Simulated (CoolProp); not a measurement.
Properties of octamethylcyclotetrasiloxane (D4) at several states (Tc = 586.5 K, pc = 1347 kPa, ω = 0.598).

Model: reference Helmholtz-energy equation of state, Thol 2015, in CoolProp.

```tsv
T (K)	p (kPa)	phase	density (kg/m³)	cp (kJ/(kg K))
435.1	18.5	gas	1.540	1.644
410.7	3820	liquid	?	?
322.4	606	liquid	?	?
400.7	1700	liquid	?	?
```

Q: Fill in the missing entries.

A: 
- 410.7, density (kg/m³): 829.1
- 410.7, cp (kJ/(kg K)): 1.889
- 322.4, density (kg/m³): 923.9
- 322.4, cp (kJ/(kg K)): 1.712
- 400.7, density (kg/m³): 834.5
- 400.7, cp (kJ/(kg K)): 1.873
